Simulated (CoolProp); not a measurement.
Saturated liquid density (kg/m³) of water: the reference equation beside estimates from Tc = 647.1 K, pc = 22.06 MPa, ω = 0.344. Rackett uses Z = 0.29056 − 0.08775 ω.

Computed with CoolProp (reference Helmholtz-energy equation of state, Wagner 2002).

```json
[
 {"T (K)": "431", "reference": "909.5", "Rackett": "758.9", "van der Waals": "433.8", "Soave-Redlich-Kwong": "665.6"},
 {"T (K)": "447.4", "reference": "893.1", "Rackett": "742.4", "van der Waals": "424.8", "Soave-Redlich-Kwong": "650.9"},
 {"T (K)": "463.8", "reference": "875.3", "Rackett": "725.4", "van der Waals": "415.4", "Soave-Redlich-Kwong": "635.2"},
 {"T (K)": "480.2", "reference": "856.3", "Rackett": "707.6", "van der Waals": "405.6", "Soave-Redlich-Kwong": "618.2"},
 {"T (K)": "496.5", "reference": "835.9", "Rackett": "689.1", "van der Waals": "395.2", "Soave-Redlich-Kwong": "600.1"},
 {"T (K)": "512.9", "reference": "813.7", "Rackett": "669.6", "van der Waals": "384.1", "Soave-Redlich-Kwong": "580.2"},
 {"T (K)": "529.3", "reference": "789.6", "Rackett": "648.9", "van der Waals": "372.3", "Soave-Redlich-Kwong": "558.6"},
 {"T (K)": "545.7", "reference": "763.2", "Rackett": "626.8", "van der Waals": "359.6", "Soave-Redlich-Kwong": "534.9"},
 {"T (K)": "562", "reference": "734.1", "Rackett": "603.0", "van der Waals": "345.8", "Soave-Redlich-Kwong": "508.8"},
 {"T (K)": "578.4", "reference": "701.1", "Rackett": "576.6", "van der Waals": "330.5", "Soave-Redlich-Kwong": "479.3"},
 {"T (K)": "594.8", "reference": "663.0", "Rackett": "546.8", "van der Waals": "313.2", "Soave-Redlich-Kwong": "445.5"},
 {"T (K)": "611.1", "reference": "617.2", "Rackett": "511.7", "van der Waals": "293.1", "Soave-Redlich-Kwong": "405.8"},
 {"T (K)": "627.5", "reference": "556.1", "Rackett": "465.7", "van der Waals": "267.4", "Soave-Redlich-Kwong": "355.3"}
]
```

Absolute difference from the reference over all 13 rows, mean and median: Rackett 17.3 and 17.5 %, van der Waals 52.6 and 52.7 %, Soave-Redlich-Kwong 30.1 and 29.3 %.
